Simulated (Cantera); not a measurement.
A closed system holds: 1 mol Al(CH3)3, 2.2 mol N2, held at 0.0990 bar.

Equilibrium computed with Cantera from the NASA thermochemical tables; the gas is ideal and each condensed phase is pure. Candidate condensed phases: Al, AlN, C, C6H6, C7H8, C8H18; 97 gas species. The feed counts by its element totals alone. Kinetics and transport are ignored.

Over these rows the condensed part is AlN(s) + C(graphite). Partial pressures as log10 of bar:

```csv
T (K),1000/T (1/K),log p HCN,log p H2,log p N2
1148,0.8711,-5.74,-1.14,-1.57
1248,0.8013,-5.26,-1.14,-1.57
1348,0.7418,-4.85,-1.14,-1.57
1448,0.6906,-4.50,-1.14,-1.57
1548,0.6460,?,-1.14,-1.57
1648,0.6068,-3.92,-1.14,-1.57
```

**Question.** Fit log p(HCN) = a + b·(1000/T) to the five rows, give the apparent enthalpy, and predict the row at 1548 K.

**Answer.** Means: 1000/T = 0.7423, log p = -4.854. Sxy = -0.282932, Sxx = 0.0411038, so b = -6.88 and a = -4.854 − (-6.88)×0.7423 = 0.25.
Apparent enthalpy: −19.145 × (-6.88) = 132 kJ/mol. With the condensed phases at unit activity, C(graphite) + 1/2 H2(g) + 1/2 N2(g) = HCN(g) links this pressure to the main gases: over the six rows their terms move log p by +0.00 in all, so the slope is close to that reaction's ΔH°. The five rows lie within 0.01 of the line.
Prediction at 1548 K: 0.25 + (-6.88)×0.6460 = -4.19. The computed value is -4.19, 0.00 from the line.
